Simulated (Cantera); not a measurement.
An isothermal, constant-pressure homogeneous reactor starts with CH4 : H2O = 1 : 0.74 (molar parts), at 2000 K and 3.45 atm.

Cantera simulation using GRI-Mech 3.0 (53 species, 325 reactions); the numbers are that mechanism's predictions, not measurements. GRI-Mech 3.0 stops at C3 and has no aromatics, soot or wall deposition, so with more carbon than oxygen in the feed, carbon stays in small species such as C2H2 where larger ones or solid carbon would form.

x: mole fraction; the columns are a selection and need not sum to one.

```csv
t (s),x CH4,x H2O,x CH2,x C2H6,x CO,x CO2,x O
0.000300,0.0799,0.275,3.73e-6,0.000118,0.0123,0.000569,1.04e-8
0.000840,0.0391,0.241,2.55e-6,2.87e-5,0.0282,0.00198,9.06e-9
0.00235,0.0256,0.190,1.74e-6,1.20e-5,0.0612,0.00406,7.58e-9
0.00659,0.0194,0.123,1.03e-6,6.37e-6,0.112,0.00465,5.33e-9
0.0185,___,___,___,___,___,___,___
0.0517,0.00848,0.0176,2.59e-7,1.27e-6,0.199,0.00105,9.36e-10
0.145,0.00651,___,1.74e-7,8.19e-7,0.213,___,9.30e-11
0.406,0.00630,1.27e-5,1.65e-7,7.77e-7,0.214,7.96e-7,<1e-12
1.14,0.00630,8.31e-6,1.65e-7,7.76e-7,0.214,5.22e-7,<1e-12
3.18,0.00630,8.31e-6,1.65e-7,7.76e-7,0.214,5.22e-7,<1e-12
8.92,0.00630,8.31e-6,1.65e-7,7.76e-7,0.214,5.22e-7,<1e-12
25.0,0.00630,8.31e-6,1.65e-7,7.76e-7,0.214,5.22e-7,<1e-12
70.0,0.00630,8.31e-6,1.65e-7,7.76e-7,0.214,5.22e-7,<1e-12
```

Task: What belongs in the gaps?

Result: 
- 0.0185, x CH4: 0.0131
- 0.0185, x H2O: 0.0591
- 0.0185, x CH2: 5.20e-7
- 0.0185, x C2H6: 2.85e-6
- 0.0185, x CO: 0.164
- 0.0185, x CO2: 0.00305
- 0.0185, x O: 2.86e-9
- 0.145, x H2O: 0.00168
- 0.145, x CO2: 0.000105
